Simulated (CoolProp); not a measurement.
Saturation properties of ethanol.

Values from CoolProp's reference Helmholtz-energy equation of state, Schroeder 2014.

```json
[
 {"T (K)": "310.1", "p (kPa)": "15.25", "liquid density (kg/m³)": "774.7", "vapour density (kg/m³)": "0.2749", "liquid viscosity (µPa s)": "865", "vapour viscosity (µPa s)": "9.14", "liquid conductivity (mW/(m K))": "[?]"},
 {"T (K)": "330.7", "p (kPa)": "41.85", "liquid density (kg/m³)": "[?]", "vapour density (kg/m³)": "0.7139", "liquid viscosity (µPa s)": "608", "vapour viscosity (µPa s)": "9.76", "liquid conductivity (mW/(m K))": "158"},
 {"T (K)": "351.4", "p (kPa)": "100.6", "liquid density (kg/m³)": "736.6", "vapour density (kg/m³)": "1.640", "liquid viscosity (µPa s)": "441", "vapour viscosity (µPa s)": "[?]", "liquid conductivity (mW/(m K))": "154"},
 {"T (K)": "372", "p (kPa)": "215.5", "liquid density (kg/m³)": "715.3", "vapour density (kg/m³)": "3.390", "liquid viscosity (µPa s)": "330", "vapour viscosity (µPa s)": "11.0", "liquid conductivity (mW/(m K))": "151"},
 {"T (K)": "392.6", "p (kPa)": "420.2", "liquid density (kg/m³)": "691.5", "vapour density (kg/m³)": "6.460", "liquid viscosity (µPa s)": "251", "vapour viscosity (µPa s)": "11.6", "liquid conductivity (mW/(m K))": "148"},
 {"T (K)": "413.2", "p (kPa)": "757.6", "liquid density (kg/m³)": "664.2", "vapour density (kg/m³)": "11.54", "liquid viscosity (µPa s)": "193", "vapour viscosity (µPa s)": "12.2", "liquid conductivity (mW/(m K))": "144"},
 {"T (K)": "433.8", "p (kPa)": "[?]", "liquid density (kg/m³)": "632.4", "vapour density (kg/m³)": "19.58", "liquid viscosity (µPa s)": "149", "vapour viscosity (µPa s)": "[?]", "liquid conductivity (mW/(m K))": "[?]"},
 {"T (K)": "454.4", "p (kPa)": "2034", "liquid density (kg/m³)": "595.2", "vapour density (kg/m³)": "32.03", "liquid viscosity (µPa s)": "115", "vapour viscosity (µPa s)": "13.7", "liquid conductivity (mW/(m K))": "138"},
 {"T (K)": "475", "p (kPa)": "3089", "liquid density (kg/m³)": "550.5", "vapour density (kg/m³)": "51.52", "liquid viscosity (µPa s)": "89.2", "vapour viscosity (µPa s)": "14.8", "liquid conductivity (mW/(m K))": "135"},
 {"T (K)": "495.6", "p (kPa)": "4512", "liquid density (kg/m³)": "487.6", "vapour density (kg/m³)": "[?]", "liquid viscosity (µPa s)": "66.3", "vapour viscosity (µPa s)": "[?]", "liquid conductivity (mW/(m K))": "133"}
]
```

Some entries are withheld; supply them.


- 310.1, liquid conductivity (mW/(m K)): 161
- 330.7, liquid density (kg/m³): 756.2
- 351.4, vapour viscosity (µPa s): 10.4
- 433.8, p (kPa): 1277
- 433.8, vapour viscosity (µPa s): 12.9
- 433.8, liquid conductivity (mW/(m K)): 141
- 495.6, vapour density (kg/m³): 85.29
- 495.6, vapour viscosity (µPa s): 16.6

It boils at 351.6 K under 1 atm.

Viscosity comes from a separate model (Kiselev 2005). Thermal conductivity comes from a separate model (Assael 2013).
